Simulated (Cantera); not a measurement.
**Equilibrium for titanium nitride, carbide and oxide coatings: Ti(OiPr)₄ + H₂**

Feed: 1 mol Ti(OiPr)₄, 130 mol H₂, at 0.0100 bar.

Cantera equilibrium calculation (NASA polynomials, part measured and part estimated; ideal gas, pure solids and liquids). Candidate condensed phases: C, C₆H₆, C₇H₈, C₈H₁₈, H₂O, Ti, TiC, TiO, TiO₂, Ti₂O₃, Ti₃O₅, Ti₄O₇; 113 gas species. The feed counts by its element totals alone. TiC: taken at fixed stoichiometry. Kinetics and transport are ignored.

```
T (K)  log p H₂  log p CO  log p CH₄  log p H  log p H₂O  n C(graphite)  n Ti₃O₅(s)  n TiC(s)
-----  --------  --------  ---------  -------  ---------  -------------  ----------  --------
1100      -2.01     -3.80      -5.46    -8.59      -6.85           9.62       0.333         0
1150      -2.01     -3.57      -5.65    -8.13      -6.91           6.97           0      1.00
1200      -2.01     -3.57      -5.83    -7.71      -7.17           6.98           0      1.00
1250      -2.01     -3.57      -5.98    -7.32      -7.40           6.99           0      1.00
1300      -2.01     -3.57      -6.13    -6.96      -7.62           6.99           0      1.00
1350      -2.01     -3.57      -6.26    -6.63      -7.82           6.99           0      1.00
1400      -2.01     -3.57      -6.39    -6.32      -8.01           6.99           0      1.00
1450      -2.01     -3.57      -6.51    -6.03      -8.18           6.99           0      1.00
```
log p: log10 of the partial pressure in bar; n: condensed amount in mol.

At 1100 K the condensed part is C(graphite) + Ti₃O₅(s). From 1150 K to 1450 K the condensed part is C(graphite) + TiC(s).
